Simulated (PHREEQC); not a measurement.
Model water analysis in mg/L, 35 °C, pH 2.59, pe 9.2:

| constituent | mg/L |
|---|---|
| Na | 392 |
| K | 8.86 |
| Ca | 88.4 |
| Mg | 39.4 |
| Cl | 264 |
| S(6) as SO4 | 1060 |
| Br | 1.96 |

Valence states are taken as typed.

All values are PHREEQC results (ion-association model, wateq4f.dat), not measurements.

This is a speciation only: nothing precipitates in the calculation.

### Question
Estimate the ionic strength.

### Answer
ionic strength 0.0355 mol/kgw.

### Question
In which forms is S present?

### Answer
SO4-2 72 %, HSO4- 13 %, CaSO4 6.0 %, MgSO4 5.6 %, NaSO4- 3.2 % of the S.
